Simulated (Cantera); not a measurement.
A closed system holds: 1 mol Si3N4, 0.027 mol H2O, 240 mol N2, at 0.100 bar.

Method: chemical equilibrium by Gibbs-energy minimisation in Cantera with the NASA 1993 tables (ideal gas, pure condensed phases). Candidate condensed phases: H2O, Si, SiO2, Si2N2O, Si3N4; 35 gas species. The tables' values for SiN are old estimates; treat these amounts as uncertain. The numbers say what is thermodynamically allowed, not how fast it happens.

x: gas mole fraction; n: condensed amount in mol.

```
T (°C)   x N2      x Si    x Si2N     x SiN       x H     x SiO  n Si3N4(s)  n Si(l)
------  -----  --------  --------  --------  --------  --------  ----------  -------
1525    1.000   5.97e-6   2.63e-7   8.41e-7   1.15e-5  0.000112       0.990        0
1575    1.000   2.06e-5   1.26e-6   2.52e-6   1.71e-5  0.000112       0.989        0
1625    1.000         …         …   7.10e-6         …  0.000112       0.984        0
1675    1.000  0.000203   2.28e-5   1.90e-5   3.48e-5  0.000112       0.969        0
1725    0.999  0.000425   4.63e-5   3.52e-5   4.74e-5  0.000111           0     2.84
1775    0.999  0.000756   6.99e-5   5.56e-5   6.30e-5  0.000111           0     2.74
1825    0.998   0.00131  0.000103   8.60e-5   8.13e-5  0.000111           0     2.57
1875    0.997         …         …  0.000130         …  0.000111           0        …
1925    0.996   0.00362  0.000214  0.000193  0.000122  0.000111           0     1.91
```

Some entries are withheld; supply them.


- 1875, x Si: 0.00220
- 1875, x Si2N: 0.000150
- 1875, x H: 0.000101
- 1875, n Si(l): 2.31
- 1625, x Si: 6.67e-5
- 1625, x Si2N: 5.59e-6
- 1625, x H: 2.47e-5
